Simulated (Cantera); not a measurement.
Input: 1 mol HMDSO, 2.4 mol CO2, 0.54 mol H2, at 950 °C.

Cantera equilibrium calculation (NASA polynomials, part measured and part estimated; ideal gas, pure solids and liquids). Candidate condensed phases: C, C6H6, C7H8, C8H18, H2O, Si, SiC, SiO2; 123 gas species. The feed counts by its element totals alone. The tables hold silica as quartz up to 1696 K and as liquid above; real silica turns to tridymite and cristobalite and melts near 1996 K. The numbers say what is thermodynamically allowed, not how fast it happens.

log p: log10 of the partial pressure in bar; n: condensed amount in mol.

```csv
P (Pa),log p H2,log p CO,log p CH4,log p H2O,n C(graphite),n SiC(s),n SiO2(β-quartz)
5,-4.51,-4.72,-10.89,[?],0.605,2.00,0
21,-3.88,-4.10,-9.64,[?],0.605,2.00,0
85,-3.15,-3.87,-8.17,[?],6.60,0,2.00
350,-2.53,-3.26,-6.94,[?],6.60,0,2.00
1400,-1.93,-2.65,-5.73,[?],6.60,0,2.00
5900,-1.30,-2.03,-4.48,[?],6.60,0,2.00
24000,-0.70,-1.42,-3.27,[?],6.58,0,2.00
100000,-0.08,-0.80,-2.04,[?],6.53,0,2.00
```

Q: Complete the blanks.

A: 
- 5, log p H2O: -10.93
- 21, log p H2O: -9.68
- 85, log p H2O: -8.71
- 350, log p H2O: -7.48
- 1400, log p H2O: -6.28
- 5900, log p H2O: -5.03
- 24000, log p H2O: -3.81
- 100000, log p H2O: -2.58
